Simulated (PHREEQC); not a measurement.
0.025 g of hydrous ferric oxide (600 m²/g; 0.2 weak and 0.005 strong sites per Fe, Dzombak-Morel constants, diffuse double layer) in 1 kg of water with 0.1 mol/kgw of an inert sodium salt and 0.027 mmol/kgw Na2SO4, 0.054 mmol/kgw H3BO3 and 0.033 mmol/kgw CuCl2, at 25 °C; the pH is set by adding NaOH or the inert anion's acid. Oxygen is held at 0.21 atm. CO2 from the air is kept out. Nothing may precipitate in this run.

The series has 13 steps of pH, from 3 to 9.

All values are PHREEQC results (ion-association model, wateq4f.dat), not measurements.

**Question.** Near which pH is half of the Cu sorbed, and on which side is more sorbed?

**Answer.** Near pH 6.0, with more sorbed at higher pH.

Along this series the solution becomes supersaturated in solids that the run did not let form, among them Cu(OH)2. The database's constant for dissolved Cu(OH)2 is higher than later reviews accept. The oxide is taken as insoluble; below pH 4 it would dissolve.
